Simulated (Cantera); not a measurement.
Charge: 1 mol Si₃H₈, 0.014 mol Cl₂, 20 mol H₂, held at 1448 K and 1.40 bar.

Equilibrium computed with Cantera from the NASA thermochemical tables; the gas is ideal and each condensed phase is pure. Candidate condensed phases: Si; 19 gas species. The feed counts by its element totals alone. The numbers say what is thermodynamically allowed, not how fast it happens.

Base state: H₂ 0.999, HCl 0.00116 (mole fractions); condensed: Si(s).

Problem. What changes in the equilibrium state with this change: Cl₂ from 0.014 to 0.0062 mol?

Solution. 
```tsv
species	before	after
H₂	0.999	0.999
HCl	0.00116	0.000514
Si(s), mol	3.00	3.00
```

Problem. What changes in the equilibrium state with this change: Cl₂ from 0.014 to 0.16 mol?

Solution. 
```
species      before     after
----------  -------  --------
H₂            0.999     0.987
HCl         0.00116    0.0121
SiCl₂       4.12e-6  0.000455
SiCl₃       1.99e-8   2.31e-5
SiHCl₃      2.60e-8   3.01e-5
Si(s), mol     3.00      2.99
```
The tables' values for SiCl₃ are old estimates; treat these amounts as uncertain.
